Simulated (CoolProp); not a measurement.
Values from CoolProp's reference Helmholtz-energy equation of state, Lemmon 2000. It is a pseudo-pure fit of the blend.

Question: For dry air, give the phase and the cp (kJ/(kg K)), conductivity (mW/(m K)) at 42.55 °C and 3.87 bar.

Answer: 
- 42.55 °C and 3.87 bar: gas; cp 1.01, conductivity 27.6

Thermal conductivity comes from a separate model (Lemmon 2004).
